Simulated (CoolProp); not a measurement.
R141b along the isotherm 111.55 °C: Z from the reference equation and from simpler models built on Tc = 204.4 °C, pc = 42.12 bar, ω = 0.220; each cubic takes its own stable root.

Computed with CoolProp (reference Helmholtz-energy equation of state, Lemmon 2006). It is a short technical equation, of lower accuracy than the large ones.

| p (bar) | phase | reference |
|---|---|---|
| 0.333 | gas | 0.9947 |
| 0.758 | gas | 0.9879 |
| 1.72 | gas | 0.9720 |
| 3.92 | gas | 0.9334 |
| 8.93 | liquid | 0.03129 |
| 20.3 | liquid | 0.07070 |
| 46.3 | liquid | 0.1592 |
| 105 | liquid | 0.3527 |

Question: How far does each simpler model (van der Waals, Soave-Redlich-Kwong) lie from the reference over these 8 states: mean and median of the absolute difference, and the worst?

Answer: 
- van der Waals: mean 362.4 %, median 27.4 %, worst +2720.7 % at 111.55 °C and 8.93 bar
- Soave-Redlich-Kwong: mean 5.2 %, median 4.3 %, worst +11.8 % at 111.55 °C and 8.93 bar

At some of these states van der Waals gives the other phase, because its saturation line lies elsewhere.
